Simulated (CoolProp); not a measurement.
Vapour-liquid equilibrium of methanol (1) + ethylbenzene (2) at 0.0784 MPa; x and y are mole fractions of (1).

Model: multi-fluid Helmholtz-energy mixture model, de Reuck 1993 and Zhou 2012; pair parameters Bell 2016, in CoolProp.

```
x     bubble temperature (K)  y at the bubble point  dew temperature at overall composition x (K)  liquid density (mol/L)
----  ----------------------  ---------------------  --------------------------------------------  ----------------------
0.05                   361.4                  0.712                                         398.1                   7.854
0.2                    337.1                  0.895                                         392.0                   9.032
0.35                   334.1                  0.910                                         385.2                   10.28
0.5                    333.9                  0.911                                         377.1                   11.87
0.65                   333.8                  0.912                                         366.8                   14.01
0.8                    333.0                  0.925                                         352.0                   17.04
0.95                   331.7                  0.970                                         332.1                   21.55
```

No azeotrope shows between x = 0.05 and 0.95.

The pair parameters rest on a limited set of measurements; away from them the model extrapolates. With so large a gap from Raoult's law the liquid may split in two, which this calculation doesn't test in full.
